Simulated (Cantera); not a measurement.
Cantera with NASA thermochemical tables; ideal gases at 1 bar, condensed phases pure. Values are per mole of reaction as written; species without (g) are pure solids or liquids, kept so even where they would boil at 1 bar.

a) 1.2 Ti + O2(g) = 0.4 Ti3O5
b) V + O2(g) = VO2(g)
c) Nb + O2(g) = NbO2(g)
d) 2 Pb + O2(g) = 2 PbO(g)
e) Nb + O2(g) = NbO2

### Question
Order these by ΔG° at 1523 K, most negative first.

### Answer
a (-717 kJ), e (-527 kJ), b (-269 kJ), c (-238 kJ), d (-42 kJ)
